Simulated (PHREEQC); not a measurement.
Make-up at 25 °C: 0.019 mol/kgw Cu(NO3)2, 0.0002 mol/kgw HBF4 and 0.00018 mol/kgw Na2SO4. Closed to the air; pH follows from the charge balance.

The numbers come from PHREEQC with the ion-association model, phreeqc.dat.

Each row changes one thing in this solution. Precipitation was switched off in this run.

```json
[
 {"case": "as made", "pH": "3.34", "F- (mol/kgw)": "0.000468", "HF (mol/kgw)": "0.000255", "SO4-2 (mol/kgw)": "9.96e-5", "HSO4- (mol/kgw)": "2.42e-6", "BF2(OH)2- (mol/kgw)": "6.85e-7"},
 {"case": "Na2SO4 from 0.00018 to 9e-05 mol/kgw", "pH": "3.34", "F- (mol/kgw)": "0.000468", "HF (mol/kgw)": "0.000255", "SO4-2 (mol/kgw)": "4.97e-5", "HSO4- (mol/kgw)": "1.21e-6", "BF2(OH)2- (mol/kgw)": "6.85e-7"},
 {"case": "temperature from 25 to 75 °C", "pH": "?", "F- (mol/kgw)": "0.000345", "HF (mol/kgw)": "0.000378", "SO4-2 (mol/kgw)": "9.16e-5", "HSO4- (mol/kgw)": "5.76e-6", "BF2(OH)2- (mol/kgw)": "4.17e-7"},
 {"case": "Cu(NO3)2 from 0.019 to 0.095 mol/kgw", "pH": "3.32", "F- (mol/kgw)": "0.000415", "HF (mol/kgw)": "0.000189", "SO4-2 (mol/kgw)": "?", "HSO4- (mol/kgw)": "1.23e-6", "BF2(OH)2- (mol/kgw)": "4.70e-7"},
 {"case": "diluted 10-fold with water", "pH": "4.17", "F- (mol/kgw)": "7.15e-5", "HF (mol/kgw)": "6.73e-6", "SO4-2 (mol/kgw)": "1.49e-5", "HSO4- (mol/kgw)": "7.78e-8", "BF2(OH)2- (mol/kgw)": "2.74e-10"},
 {"case": "Cu(NO3)2 replaced by Mn(NO3)2 at the same molality", "pH": "3.35", "F- (mol/kgw)": "0.000500", "HF (mol/kgw)": "0.000266", "SO4-2 (mol/kgw)": "0.000106", "HSO4- (mol/kgw)": "2.51e-6", "BF2(OH)2- (mol/kgw)": "7.64e-7"},
 {"case": "temperature from 25 to 5 °C", "pH": "3.31", "F- (mol/kgw)": "0.000513", "HF (mol/kgw)": "0.000215", "SO4-2 (mol/kgw)": "0.000104", "HSO4- (mol/kgw)": "1.87e-6", "BF2(OH)2- (mol/kgw)": "7.34e-7"}
]
```

### Question
Some entries are withheld; supply them.

### Answer

- temperature from 25 to 75 °C, pH: 3.45
- Cu(NO3)2 from 0.019 to 0.095 mol/kgw, SO4-2 (mol/kgw): 7.56e-5

Species that the database lacks are ignored. Away from 25 °C the constants follow the database's enthalpies or fits; those with neither stay at their 25 °C values. Real BF4- forms and hydrolyses slowly; the run takes it at equilibrium.
